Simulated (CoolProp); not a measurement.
The numbers come from the reference Helmholtz-energy equation of state, Thol 2012 in CoolProp.

Question: For benzene, give the phase and the speed of sound (m/s), Joule-Thomson coefficient (K/MPa), viscosity (µPa s), fugacity coefficient at 620 K and 6130 kPa; 620 K and 12300 kPa; 620 K and 24500 kPa.

Answer: 
- 620 K and 6130 kPa: supercritical; speed of sound 176, Joule-Thomson coefficient 8.65, viscosity 19.8, fugacity coefficient 0.712
- 620 K and 12300 kPa: supercritical; speed of sound 272, Joule-Thomson coefficient 1.79, viscosity 51.3, fugacity coefficient 0.489
- 620 K and 24500 kPa: supercritical; speed of sound 488, Joule-Thomson coefficient 0.233, viscosity 76.0, fugacity coefficient 0.352

Viscosity comes from a separate model (Avgeri 2014).
